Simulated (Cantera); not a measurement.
An adiabatic, constant-pressure homogeneous reactor starts with H₂ : O₂ : N₂ : H₂O = 1 : 0.263 : 1.95 : 0.14 (molar parts), equivalence ratio 1.9, at 1550 K and 1000000 Pa.

Model: GRI-Mech 3.0 (53 species, 325 reactions), integrated in Cantera. The hydrogen kinetics of GRI-Mech 3.0 are dated; newer H2 mechanisms differ, most at raised pressure.

**Question.** Predict: time of steepest temperature rise; temperature at 0.100 s; equilibrium temperature; x(H₂) at 0.100 s; x(O₂) at 0.100 s; x(H₂O) at 0.100 s; x(NO₂) at 0.100 s; x(N₂O) at 0.100 s; x(NO) at 0.100 s.

**Answer.** 
| Quantity | Value |
|---|---|
| time of steepest temperature rise | 2.08 µs |
| temperature at 0.100 s | 2595 K |
| equilibrium temperature | 2595 K |
| x(H₂) at 0.100 s | 0.152 (gas-phase equilibrium 0.152) |
| x(O₂) at 0.100 s | 1.72e-5 (gas-phase equilibrium 1.72e-5) |
| x(H₂O) at 0.100 s | 0.213 (gas-phase equilibrium 0.213) |
| x(NO₂) at 0.100 s | 5.07e-9 (gas-phase equilibrium 5.07e-9) |
| x(N₂O) at 0.100 s | 3.45e-8 (gas-phase equilibrium 3.45e-8) |
| x(NO) at 0.100 s | 0.000219 (gas-phase equilibrium 0.000219) |
